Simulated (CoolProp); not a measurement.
Vapour-liquid equilibrium of R13 (1) + n-butane (2) at 3.83 bar; x and y are mole fractions of (1).

Model: multi-fluid Helmholtz-energy mixture model, Platzer 1990 and Bücker 2006; pair parameters Bell 2016, in CoolProp. This equation is an older, rougher fit; its heat capacities, sound speeds and derivatives of the liquid may be far off and weren't checked against measurements.

| x | bubble temperature, mixture model (K) | bubble temperature, Raoult's law (K) | y, mixture model | y, Raoult's law |
|---|---|---|---|---|
| 0.05 | 289.6 | 295.7 | 0.511 | 0.440 |
| 0.125 | 266.2 | 277.7 | 0.797 | 0.721 |
| 0.2 | 253.2 | 265.4 | 0.888 | 0.841 |
| 0.275 | 245.4 | 256.4 | 0.925 | 0.901 |
| 0.35 | 240.3 | 249.5 | 0.945 | 0.935 |
| 0.425 | 236.7 | 243.9 | 0.957 | 0.956 |
| 0.5 | 233.9 | 239.3 | 0.965 | 0.970 |
| 0.575 | 231.6 | 235.4 | 0.971 | 0.979 |
| 0.65 | 229.6 | 232.1 | 0.977 | 0.986 |
| 0.725 | 227.8 | 229.2 | 0.982 | 0.990 |
| 0.8 | 225.9 | 226.6 | 0.986 | 0.994 |
| 0.875 | 224.1 | 224.2 | 0.991 | 0.997 |
| 0.95 | 222.2 | 222.1 | 0.996 | 0.999 |

The largest gap from Raoult's law is -12.2 K in bubble temperature, at x = 0.2. No azeotrope shows between x = 0.05 and 0.95.

Pair parameters are fitted to limited data, so mixtures are less certain than the pure fluids. With so large a gap from Raoult's law the liquid may split in two, which this calculation doesn't test in full.
